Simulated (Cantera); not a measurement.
A closed system holds: 1 mol CH3F, 0.38 mol Si, at 3073 K and 35.0 Pa.

Method: chemical equilibrium by Gibbs-energy minimisation in Cantera with the NASA 1993 tables (ideal gas, pure condensed phases). Candidate condensed phases: C, C6H6, C7H8, C8H18, Si, SiC; 113 gas species. The tables' values for SiF, SiF2, SiF3 are old estimates; treat these amounts as uncertain. Kinetics and transport are ignored.

Problem. What is the equilibrium state?

Solution. 
| Property | Result |
|---|---|
| x(H) | 0.579 |
| x(F) | 0.117 |
| x(HF) | 0.0869 |
| x(C) | 0.0755 |
| x(Si) | 0.0678 |
| x(C3) | 0.0353 |
| x(C2) | 0.0138 |
| x(SiF) | 0.00906 |
| x(SiC2) | 0.00459 |
| gas amount | 4.462 mol |
| log10 activity of C(graphite) (absent) | -0.58 |
| log10 activity of Si(l) (absent) | -3.81 |
